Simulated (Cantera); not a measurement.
A perfectly stirred reactor is fed with C2H6 : O2 : N2 : H2O = 1 : 7.29 : 30.6 : 1.5 (molar parts), equivalence ratio 0.48, at 100000 Pa; it is adiabatic with a 773 K inlet, and is followed from long to short residence time, starting on the burning branch (τ in s: 0.045, 0.021, 0.01, 0.0048, 0.0023, 0.0011, 0.00051, 0.00024, 0.00012, 5.5e-05, 2.6e-05, 1.2e-05, 5.8e-06).

Model: GRI-Mech 3.0 (53 species, 325 reactions), integrated in Cantera.

Q: Predict: blow-out, bracketed by the residence times tried; x(C2H6) at τ = 45.0 ms; x(O2) at τ = 45.0 ms; x(H2O) at τ = 45.0 ms; x(HCN) at τ = 45.0 ms; x(OH) at τ = 45.0 ms; x(C2H6) at τ = 0.510 ms; x(O2) at τ = 0.510 ms; x(H2O) at τ = 0.510 ms; x(HCN) at τ = 0.510 ms; x(OH) at τ = 0.510 ms.

A: 
| Item | Value |
|---|---|
| blow-out, bracketed by the residence times tried | burning at 0.240 ms, out at 0.120 ms |
| x(C2H6) at τ = 45.0 ms | 2.15e-6 |
| x(O2) at τ = 45.0 ms | 0.0925 |
| x(H2O) at τ = 45.0 ms | 0.109 |
| x(HCN) at τ = 45.0 ms | 2.33e-9 |
| x(OH) at τ = 45.0 ms | 0.00133 |
| x(C2H6) at τ = 0.510 ms | 5.62e-5 |
| x(O2) at τ = 0.510 ms | 0.0962 |
| x(H2O) at τ = 0.510 ms | 0.105 |
| x(HCN) at τ = 0.510 ms | 2.78e-8 |
| x(OH) at τ = 0.510 ms | 0.00324 |
